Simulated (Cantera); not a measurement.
Stirred combustor or abatement burner

A perfectly stirred reactor is fed with 27.3 % H2, 14.3 % O2, 54.0 % N2, 4.36 % H2O, equivalence ratio 0.95, at 51000 Pa; it is adiabatic with a 600 K inlet, and is followed from long to short residence time, starting on the burning branch (τ in s: 0.21, 0.089, 0.038, 0.016, 0.0067, 0.0028, 0.0012, 0.00051, 0.00021, 9e-05, 3.8e-05, 1.6e-05).

Computed with Cantera and the H2/O2 subset of GRI-Mech 3.0, which has no nitrogen chemistry.

| τ (s) | T (K) | x H2 | x O2 | x OH | x H | x H2O |
|---|---|---|---|---|---|---|
| 0.21 | 2400 | 0.0159 | 0.0131 | 0.0117 | 0.00301 | 0.338 |
| 0.089 | 2394 | 0.0164 | 0.0133 | 0.0120 | 0.00320 | 0.337 |
| 0.038 | 2380 | 0.0177 | 0.0138 | 0.0125 | 0.00367 | 0.335 |
| 0.016 | 2349 | 0.0202 | 0.0149 | 0.0134 | 0.00476 | 0.330 |
| 0.0067 | 2289 | 0.0246 | 0.0169 | 0.0150 | 0.00721 | 0.322 |
| 0.0028 | 2193 | 0.0308 | 0.0199 | 0.0166 | 0.0119 | 0.310 |
| 0.0012 | 2068 | 0.0371 | 0.0236 | 0.0175 | 0.0194 | 0.296 |
| 0.00051 | 1917 | 0.0428 | 0.0278 | 0.0170 | 0.0300 | 0.281 |
| 0.00021 | 1743 | 0.0475 | 0.0329 | 0.0150 | 0.0439 | 0.265 |
| 9.0e-5 | 1567 | 0.0528 | 0.0391 | 0.0118 | 0.0582 | 0.250 |
| 3.8e-5 | 1372 | 0.0719 | 0.0523 | 0.00766 | 0.0661 | 0.224 |
| 1.6e-5 | 600 | 0.273 | 0.143 | <1e-12 | <1e-12 | 0.0436 |
x: mole fraction; the columns are a selection and need not sum to one.
